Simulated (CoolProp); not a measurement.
A Linde-Hampson liquefier for normal hydrogen: isothermal reversible compression at 300 K from 1 atm to 15 MPa, throttling to 1 atm, return gas leaving the recuperator 10 K below the feed. Each further row changes one setting.

Model: reference Helmholtz-energy equation of state, Leachman 2009, in CoolProp.

```json
[
 {"case": "as stated", "compression work (kJ/kg of gas)": "6290"},
 {"case": "high pressure 30 MPa", "compression work (kJ/kg of gas)": "7270"},
 {"case": "warm-end temperature 330 K", "compression work (kJ/kg of gas)": "6910"},
 {"case": "warm-end gap 15 K", "compression work (kJ/kg of gas)": "6290"}
]
```
